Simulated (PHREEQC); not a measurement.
Dissolve 0.011 mol FeSO4, 0.024 mol NaF and 0.00011 mol NaCl per kg of water at 55 °C. Closed to the air; pH follows from the charge balance.

All values are PHREEQC results (ion-association model, phreeqc.dat), not measurements.

Precipitation was switched off in this run.

Problem. Order these S species by the share of S that they hold, largest first: FeSO4, SO4-2, NaSO4-.

Solution. SO4-2 (68 %), FeSO4 (28 %), NaSO4- (4.1 %)

Problem. Order these Fe species by the share of Fe that they hold, largest first: FeSO4, FeF+, Fe+2, FeOH+.

Solution. Fe+2 (65 %), FeSO4 (28 %), FeF+ (6.8 %), FeOH+ (0.21 %)

The pH is 6.37 and the ionic strength 0.0532 mol/kgw. Constants without temperature data keep their 25 °C values here. Fluoro complexes past AlF4- and FeF3 are missing from the database.
